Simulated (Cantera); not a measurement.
Cantera run, input and output.

```python
import numpy as np
import cantera as ct

gas = ct.Solution("gri30.yaml")
gas.TPX = 348, 180000, {'CH3OH': 1, 'O2': 1.36, 'N2': 5.13, 'H2O': 0.31}
inlet = ct.Reservoir(gas, clone=True)
gas.equilibrate("HP")  # start burning
reactor = ct.IdealGasConstPressureReactor(gas, energy="on", clone=False)
exhaust = ct.Reservoir(gas, clone=True)
tau = [0.061, 0.022, 0.0081, 0.003, 0.0011, 0.0004, 0.00014, 5.3e-05, 1.9e-05][0]
for a, b in ((inlet, reactor), (reactor, exhaust)):
    ct.MassFlowController(a, b, mdot=lambda t: reactor.mass / tau)
net = ct.ReactorNet([reactor])
show = ['CH3OH', 'O2', 'H2O', 'H', 'NO', 'CH2', 'C2H2']

rows = []
print(f"{'tau/s':>10s}{'T/K':>9s}" + "".join(f"{s:>11s}" for s in show))
for tau in [0.061, 0.022, 0.0081, 0.003, 0.0011, 0.0004, 0.00014, 5.3e-05, 1.9e-05]:
    net.initial_time = 0.0
    net.advance(30 * tau)
    before = gas.X
    net.advance(40 * tau)
    drift = np.max(np.abs(gas.X - before) / (gas.X + 1e-9))
    rows.append([gas.T, *gas[show].X, drift])
    print(f"{tau:10.3e}{gas.T:9.1f}" + "".join(f"{x:11.3e}" for x in gas[show].X))
```

Output:

```
     tau/s      T/K      CH3OH         O2        H2O          H         NO        CH2       C2H2
 6.100e-02   2164.8  1.376e-06  1.116e-03  2.586e-01  8.729e-04  2.755e-04  3.430e-08  1.653e-10
 2.200e-02   2146.6  2.843e-06  1.943e-03  2.569e-01  1.268e-03  2.023e-04  5.774e-08  2.130e-10
 8.100e-03   2118.2  5.636e-06  3.271e-03  2.543e-01  1.912e-03  1.378e-04  1.005e-07  3.111e-10
 3.000e-03   2077.0  1.107e-05  5.211e-03  2.505e-01  2.950e-03  9.273e-05  2.029e-07  6.791e-10
 1.100e-03   2021.8  2.239e-05  7.814e-03  2.457e-01  4.545e-03  6.515e-05  4.805e-07  2.381e-09
 4.000e-04   1954.6  4.848e-05  1.109e-02  2.403e-01  6.652e-03  4.698e-05  1.219e-06  1.168e-08
 1.400e-04   1874.6  1.237e-04  1.572e-02  2.350e-01  8.624e-03  3.018e-05  3.215e-06  7.518e-08
 5.300e-05   1765.6  4.263e-04  2.520e-02  2.309e-01  7.812e-03  1.234e-05  7.952e-06  5.546e-07
 1.900e-05    348.0  1.282e-01  1.744e-01  3.974e-02  1.519e-32 -9.386e-22  1.504e-32 -9.149e-22
```

Detailed kinetics in Cantera: GRI-Mech 3.0 (53 species, 325 reactions). GRI-Mech 3.0 was tuned for natural gas; its chemistry of methanol as a main component is partial and can be far from experiment.
